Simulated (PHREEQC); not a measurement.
Solution (25 °C): 0.24 mol ZnSO4, 0.00095 mol CuCl2, 0.00087 mol H2SO4 and 0.052 mol NaCl per kg of water. Closed to the air; pH follows from the charge balance.

Model: ion-association model, wateq4f.dat, run in PHREEQC.

```tsv
quantity	before	after
pH	3.30	4.03
ionic strength (mol/kgw)	0.499	0.0626
Zn+2 (mol/kgw)	0.111	0.0143
SO4-2 (mol/kgw)	0.0714	0.0133
Cl- (mol/kgw)	0.0500	0.00530
SI of Goslarite (ZnSO4:7H2O)	-1.45	-2.47
SI of Chalcanthite (CuSO4:5H2O)	-3.06	-4.15
```

Q: Name the change that produced these shifts.
A. diluted 10-fold with water
B. NaCl left out
C. temperature from 25 to 5 °C
D. H2SO4 from 0.00087 to 0.00435 mol/kgw
E. diluted 5-fold with water

A: A, diluted 10-fold with water

No solid was allowed to form.
